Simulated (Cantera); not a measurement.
Input (Python, Cantera) and output of one run.

```python
import numpy as np
import cantera as ct

gas_names = [...]  # 91 gases of nasa_gas.yaml made of C, Cl, H
cond_names = """
    C(gr) C6H6(L) C7H8(L) C8H18(L),n-octa
""".split()


# ... load() reads the species with a 1 bar reference pressure and builds the phases ...
atoms = {
    'CCl4': {'C': 1, 'CL': 4},
    'H2': {'H': 2},
    'CH4': {'C': 1, 'H': 4},
}
top_T = {'C(gr)': 4500}  # K; cautious upper limits of use, not melting points


# ... equilibrate(T, P, feed) seeds the gas with the atoms and calls Mixture.equilibrate('TP', solver="vcs", rtol=1e-11, max_steps=5000) ...
results = []
feed = {'CCl4': 1, 'H2': 2.4, 'CH4': 0.031}  # mol
T = 2100  # K
P = 15000  # Pa
mix = equilibrate(T, P, feed)
results.append((T, P, feed, dict(zip(mix.species_names, mix.species_moles))))
print(gas.report(threshold=0.0001))
for i in range(1, mix.n_phases):
    print(f"{mix.phase(i).name:16s} {mix.phase_moles(i):12.5e} mol")
```

It prints:

```
       temperature   2100 K
          pressure   15000 Pa
           density   0.028002 kg/m^3
  mean mol. weight   32.595 kg/kmol
   phase of matter   gas

                          1 kg             1 kmol
                     ---------------   ---------------
          enthalpy       -6.1631e+05       -2.0088e+07  J
   internal energy        -1.152e+06       -3.7549e+07  J
           entropy            7985.4        2.6028e+05  J/K
    Gibbs function       -1.7386e+07       -5.6668e+08  J
 heat capacity c_p            1087.1             35433  J/K
 heat capacity c_v            831.99             27118  J/K

                      mass frac. Y      mole frac. X     chem. pot. / RT
                     ---------------   ---------------   ---------------
    C2H2,acetylene        0.00012574         0.0001574           -29.492
                CL          0.017018          0.015647           -21.919
                 H        8.2123e-05         0.0026555           -11.875
               HCL           0.97595           0.87254           -33.794
                H2         0.0067394           0.10896           -23.751
     [  +86 minor]        8.4038e-05        4.0415e-05

C(gr)             1.02951e+00 mol
```

Cantera equilibrium calculation (NASA polynomials, part measured and part estimated; ideal gas, pure solids and liquids).
